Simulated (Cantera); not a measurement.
A closed system holds: 1 mol Si, 2.1 mol Cl₂, 0.21 mol H₂, held at 1323 K and 3.80 bar.

These are equilibrium values from Cantera (NASA tables, ideal gas, pure condensed phases), not measurements of a reactor. Candidate condensed phases: Si; 19 gas species. The tables' values for SiCl₃ are old estimates; treat these amounts as uncertain. The numbers say what is thermodynamically allowed, not how fast it happens.

Base state: SiCl₄ 0.734, HCl 0.178, H₂ 0.0638, SiHCl₃ 0.0134, SiCl₃ 0.0107, SiCl₂ 0.000858, SiH₂Cl₂ 3.49e-5 (mole fractions); condensed: gas only.

Question: What changes in the equilibrium state with this change: temperature from 1323 K to 1073 K?

Answer: 
```tsv
species	before	after
SiCl₄	0.734	0.758
HCl	0.178	0.158
H₂	0.0638	0.0791
SiCl₃	0.0107	0.000354
SiHCl₃	0.0134	0.00466
SiCl₂	0.000858	2.65e-6
SiH₂Cl₂	3.49e-5	3.34e-6
```

Question: What changes in the equilibrium state with this change: Si replaced by SiCl₄?

Answer: 
| species | before | after |
|---|---|---|
| Cl₂ | 3.80e-9 | 0.566 |
| SiCl₄ | 0.734 | 0.301 |
| HCl | 0.178 | 0.127 |
| H₂ | 0.0638 | <1e-9 |
| SiHCl₃ | 0.0134 | <1e-9 |
| SiCl₃ | 0.0107 | 3.61e-7 |
| SiCl₂ | 0.000858 | <1e-9 |
| SiH₂Cl₂ | 3.49e-5 | <1e-9 |
| Cl | 4.80e-7 | 0.00586 |
